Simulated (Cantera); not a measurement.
Cantera run, input and output.

```python
import numpy as np
import cantera as ct

gas = ct.Solution("gri30.yaml")
gas.TPX = 375, 240000, {'CH4': 1, 'O2': 1.67, 'N2': 6.27}
flame = ct.FreeFlame(gas, width=0.022)
flame.set_refine_criteria(ratio=3, slope=0.08, curve=0.16)
flame.transport_model = "mixture-averaged"
flame.solve(loglevel=0, auto=True)
z, T = flame.grid, flame.T
thick = (T[-1] - T[0]) / np.gradient(T, z).max()
show = ['CH4', 'O2', 'CH2', 'C2H6', 'CH3', 'NO']
print(f"laminar burning velocity  {flame.velocity[0] * 100:.3f} cm/s")
print(f"burnt temperature         {T[-1]:.1f} K")
print(f"thermal thickness         {thick * 1e3:.4f} mm")
print(f"grid points               {len(z)}")
z0 = z[flame.heat_release_rate.argmax()]
print(f"{'z/mm':>9s}{'T/K':>9s}{'u/(m/s)':>9s}" + "".join(f"{s:>11s}" for s in show))
rows = []
for k in (-3, -2, -1.5, -1, -0.5, -0.25, 0, 0.25, 0.5, 1, 2, 4, 8):
    zz = z0 + k * thick
    rows.append([k * thick, np.interp(zz, z, T), np.interp(zz, z, flame.velocity),
                 *(np.interp(zz, z, flame.X[gas.species_index(s)]) for s in show)])
    print(f"{rows[-1][0] * 1e3:9.3f}{rows[-1][1]:9.1f}{rows[-1][2]:9.3f}" + "".join(f"{x:11.3e}" for x in rows[-1][3:]))
```

Output:

```
laminar burning velocity  34.548 cm/s
burnt temperature         2194.2 K
thermal thickness         0.2378 mm
grid points               156
     z/mm      T/K  u/(m/s)        CH4         O2        CH2       C2H6        CH3         NO
   -0.713    375.3    0.346  1.117e-01  1.865e-01  7.727e-20  2.338e-08  1.927e-09  4.919e-10
   -0.476    379.0    0.351  1.110e-01  1.858e-01  2.463e-16  5.925e-07  2.426e-08  7.383e-09
   -0.357    395.7    0.367  1.095e-01  1.842e-01  2.024e-14  5.228e-06  1.316e-07  4.647e-08
   -0.238    517.1    0.485  1.011e-01  1.750e-01  7.849e-12  8.235e-05  2.042e-06  5.981e-07
   -0.119   1045.9    0.998  6.603e-02  1.287e-01  3.942e-08  8.692e-04  2.091e-04  8.658e-06
   -0.059   1482.6    1.429  3.479e-02  8.286e-02  3.356e-06  1.104e-03  1.482e-03  1.889e-05
    0.000   1866.5    1.811  7.821e-03  3.517e-02  4.925e-05  1.311e-04  2.236e-03  3.380e-05
    0.059   2023.8    1.960  5.622e-04  1.092e-02  2.423e-05  8.100e-07  3.814e-04  5.431e-05
    0.119   2065.6    1.993  2.456e-05  4.107e-03  1.850e-06  1.753e-09  2.199e-05  6.884e-05
    0.238   2101.1    2.020  9.750e-08  1.706e-03  9.940e-09  4.421e-14  1.022e-07  7.917e-05
    0.476   2136.4    2.050  2.951e-11  8.752e-04  3.928e-12  2.438e-19  3.501e-11  8.423e-05
    0.951   2165.4    2.075  1.118e-13  3.723e-04  1.196e-14  4.466e-23  1.423e-13  8.714e-05
    1.902   2183.1    2.090  1.481e-13  1.313e-04  7.290e-15  9.587e-26  1.222e-13  8.903e-05
```

Detailed kinetics in Cantera: GRI-Mech 3.0 (53 species, 325 reactions). Burning velocities carry a grid error of a few per cent, more on coarse grids.
